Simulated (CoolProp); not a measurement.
R410A along the isobar 5040 kPa: density (kg/m³) from the reference equation and from simpler models built on Tc = 71.3 °C, pc = 4901 kPa, ω = 0.296; each cubic takes its own stable root.

Computed with CoolProp (reference Helmholtz-energy equation of state, Lemmon 2003). It is a pseudo-pure fit of the blend.

| T (°C) | phase | reference | ideal gas | Soave-Redlich-Kwong |
|---|---|---|---|---|
| 82.85 | supercritical | 230.0 | 123.6 | 216.7 |
| 100.85 | supercritical | 177.8 | 117.6 | 170.9 |
| 118.85 | supercritical | 152.8 | 112.2 | 148.1 |
| 136.85 | supercritical | 136.7 | 107.3 | 132.9 |
| 154.85 | supercritical | 124.9 | 102.8 | 121.7 |
| 172.85 | supercritical | 115.7 | 98.65 | 112.9 |
| 190.85 | supercritical | 108.2 | 94.83 | 105.6 |
| 208.85 | supercritical | 101.9 | 91.28 | 99.55 |
| 226.85 | supercritical | 96.54 | 88.00 | 94.33 |
